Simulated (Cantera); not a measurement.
A perfectly stirred reactor is fed with NH3 : N2 = 1 : 0.63 (molar parts), at 0.0160 bar; it is held at 2350 K, and followed from long to short residence time.

Cantera simulation using the gas-phase N/H chemistry of the illustrative SiF4/NH3 mechanism in the Surface Chemkin manual (1991); the numbers are that mechanism's predictions, not measurements. Walls and surfaces, which speed up NH3 decomposition in real reactors, are not modelled.

```tsv
quantity	before	after
x(NH3) at τ = 19.0 s	4.42e-5	5.50e-5
x(N2H4) at τ = 19.0 s	<1e-12	<1e-12
x(N2H2) at τ = 19.0 s	2.56e-9	8.19e-10
x(NH2) at τ = 19.0 s	1.17e-5	7.87e-6
x(NH) at τ = 19.0 s	2.00e-5	7.26e-6
x(NH3) at τ = 0.120 s	0.184	0.0368
x(N2H4) at τ = 0.120 s	2.35e-9	1.79e-9
x(N2H2) at τ = 0.120 s	5.49e-6	7.23e-7
x(NH2) at τ = 0.120 s	0.00187	0.000566
x(NH) at τ = 0.120 s	0.000104	5.37e-5
```

### Question
Name the change that produced these shifts.
A) pressure from 0.0160 bar to 0.540 bar
B) pressure from 0.0160 bar to 0.133 bar
C) temperature 2350 to 1348 K
D) temperature 2350 to 1675 K

### Answer
B, pressure from 0.0160 bar to 0.133 bar
